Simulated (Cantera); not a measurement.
**Stirred combustor or abatement burner**

A perfectly stirred reactor is fed with 4.25 % CH4, 0.638 % C2H6, 1.11 % C3H8, 19.4 % O2, 67.6 % N2, 5.53 % CO2, 1.49 % H2, at 5.00 bar; it is adiabatic with a 748 K inlet, and is followed from long to short residence time, starting on the burning branch (τ in s: 0.038, 0.018, 0.0083, 0.0039, 0.0018, 0.00085, 0.00039, 0.00018, 8.6e-05, 4e-05).

Model: GRI-Mech 3.0 (53 species, 325 reactions), integrated in Cantera.

```csv
τ (s),T (K),x CH4,x C2H6,x C3H8,x HCO,x H,x H2O,x NO2
0.038,2375,7.00e-7,1.21e-8,2.67e-8,1.12e-8,0.000254,0.157,2.89e-6
0.018,2374,1.43e-6,2.52e-8,5.55e-8,2.20e-8,0.000267,0.157,2.19e-6
0.0083,2372,2.96e-6,5.40e-8,1.18e-7,4.62e-8,0.000293,0.157,1.49e-6
0.0039,2364,5.87e-6,1.13e-7,2.43e-7,9.72e-8,0.000344,0.156,9.63e-7
0.0018,2349,1.14e-5,2.42e-7,4.99e-7,2.10e-7,0.000449,0.156,6.17e-7
0.00085,2323,2.07e-5,4.99e-7,9.76e-7,4.46e-7,0.000643,0.154,4.08e-7
0.00039,2285,3.75e-5,1.04e-6,1.90e-6,9.78e-7,0.00100,0.152,2.65e-7
0.00018,2234,6.83e-5,2.14e-6,3.62e-6,2.14e-6,0.00157,0.150,1.69e-7
8.6e-5,2175,0.000125,4.25e-6,6.74e-6,4.50e-6,0.00234,0.147,1.09e-7
4.0e-5,2103,0.000253,8.97e-6,1.35e-5,9.73e-6,0.00330,0.144,6.85e-8
```
x: mole fraction; the columns are a selection and need not sum to one.
